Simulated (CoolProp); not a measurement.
Vapour-liquid equilibrium of sulfur hexafluoride (1) + CH2F2 (R32) (2) at 265.7 K; x and y are mole fractions of (1).

Values from CoolProp's multi-fluid Helmholtz-energy mixture model, Guder 2009 and Tillner-Roth 1997; pair parameters Bell 2016.

```
x     bubble pressure, mixture model (kPa)  bubble pressure, Raoult's law (kPa)  y, mixture model  y, Raoult's law
----  ------------------------------------  -----------------------------------  ----------------  ---------------
0.05                                 876.8                                654.8             0.274            0.077
0.2                                   1217                                711.4        (withheld)            0.285
0.35                            (withheld)                                767.9             0.554            0.462
0.5                                   1343                                824.5        (withheld)            0.614
0.65                            (withheld)                                881.1        (withheld)            0.747
0.8                             (withheld)                                937.7        (withheld)            0.864
0.95                            (withheld)                                994.2             0.877            0.968
```

Q: Some entries are withheld; supply them.

A: 
- 0.2, y, mixture model: 0.498
- 0.35, bubble pressure, mixture model (kPa): 1311
- 0.5, y, mixture model: 0.585
- 0.65, bubble pressure, mixture model (kPa): 1350
- 0.65, y, mixture model: 0.625
- 0.8, bubble pressure, mixture model (kPa): 1307
- 0.8, y, mixture model: 0.700
- 0.95, bubble pressure, mixture model (kPa): 1131

The largest gap from Raoult's law is +71.1 % in bubble pressure, at x = 0.2. y crosses x between x = 0.5 and 0.65: the model has an azeotrope there.

The pair parameters rest on a limited set of measurements; away from them the model extrapolates. With so large a gap from Raoult's law the liquid may split in two, which this calculation doesn't test in full.
